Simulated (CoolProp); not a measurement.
Aqueous magnesium chloride as a coolant, 7 % by mass, freezing at -4.7 °C, 1 atm.

Model: Melinder's fits for secondary coolants, in CoolProp.

| T (°C) | density (kg/m³) | conductivity (W/(m K)) | cp (kJ/(kg K)) | Prandtl number |
|---|---|---|---|---|
| 1.6 | 1062 | 0.551 | 3.753 | 15.3 |
| 8.9 | 1060 | 0.564 | 3.763 | 11.7 |
| 16.2 | 1058 | 0.577 | 3.773 | 9.31 |
| 23.5 | 1056 | 0.589 | 3.783 | 7.55 |
| 30.8 | 1054 | 0.601 | 3.793 | 6.20 |
| 38 | 1051 | 0.613 | 3.801 | 5.13 |
